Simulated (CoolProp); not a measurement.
Fluorine along the isotherm -120.85 °C: Z from the reference equation and from simpler models built on Tc = -128.7 °C, pc = 5.240 MPa, ω = 0.045; each cubic takes its own stable root.

Values from CoolProp's reference Helmholtz-energy equation of state, de Reuck 1990.

| p (MPa) | phase | reference |
|---|---|---|
| 2.22 | gas | 0.8690 |
| 4.44 | gas | 0.7006 |
| 6.67 | supercritical | 0.4225 |
| 8.89 | supercritical | 0.3259 |
| 11.1 | supercritical | 0.3650 |
| 13.3 | supercritical | 0.4123 |
| 15.6 | supercritical | 0.4635 |
| 17.8 | supercritical | 0.5128 |
| 20 | supercritical | 0.5619 |

### Question
How far does each simpler model (van der Waals, Redlich-Kwong, Peng-Robinson) lie from the reference over these 9 states: mean and median of the absolute difference, and the worst?

### Answer
- van der Waals: mean 18.2 %, median 25.6 %, worst +26.6 % at -120.85 °C and 20 MPa
- Redlich-Kwong: mean 4.4 %, median 4.0 %, worst +10.5 % at -120.85 °C and 8.89 MPa
- Peng-Robinson: mean 3.6 %, median 3.3 %, worst -6.7 % at -120.85 °C and 20 MPa
